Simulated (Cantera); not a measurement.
A closed system holds: 1 mol Fe(CO)₅, 0.16 mol CO, 13 mol N₂, at 10.0 mbar.

Method: chemical equilibrium by Gibbs-energy minimisation in Cantera with the NASA 1993 tables (ideal gas, pure condensed phases). Candidate condensed phases: C, Fe, Fe(CO)₅, FeO, Fe₂O₃, Fe₃O₄; 27 gas species. Condensed phases not in the tables: cementite and carbon dissolved in iron. Equilibrium is a limit: real reactors are often held back by kinetics, nucleation or transport.

x: gas mole fraction; n: condensed amount in mol.

| T (K) | x N₂ | x CO | x CO₂ | x Fe | n C(graphite) | n Fe(α) | n Fe(γ) |
|---|---|---|---|---|---|---|---|
| 798 | 0.748 | 0.207 | 0.0451 | <1e-12 | 0.783 | 1.00 | 0 |
| 848 | 0.727 | 0.258 | ? | <1e-12 | ? | 1.00 | 0 |
| 898 | 0.719 | 0.276 | 0.00449 | <1e-12 | 0.0812 | 1.00 | 0 |
| 948 | 0.717 | 0.282 | 0.00139 | <1e-12 | 0.0252 | 1.00 | 0 |
| 998 | 0.716 | 0.283 | 0.000475 | 1.35e-12 | 0.00861 | 1.00 | 0 |
| 1048 | 0.716 | 0.284 | 0.000179 | 1.40e-11 | 0.00325 | 1.00 | 0 |
| 1098 | 0.716 | 0.284 | 7.36e-5 | 1.16e-10 | 0.00134 | 1.00 | 0 |
| 1148 | 0.716 | 0.284 | 3.28e-5 | 7.98e-10 | 0.000596 | 1.00 | 0 |
| 1198 | 0.716 | 0.284 | 1.57e-5 | 4.64e-9 | 0 | 0 | 1.00 |
| 1248 | 0.716 | 0.284 | ? | ? | 0 | 0 | 1.00 |
| 1298 | 0.716 | 0.284 | 4.28e-6 | 1.03e-7 | 0 | 0 | 1.000 |
| 1348 | 0.716 | 0.284 | 2.41e-6 | 4.08e-7 | 0 | 0 | 1.000 |

### Question
What belongs in the gaps?

### Answer

- 848, x CO₂: 0.0152
- 848, n C(graphite): 0.272
- 1248, x CO₂: 7.97e-6
- 1248, x Fe: 2.33e-8
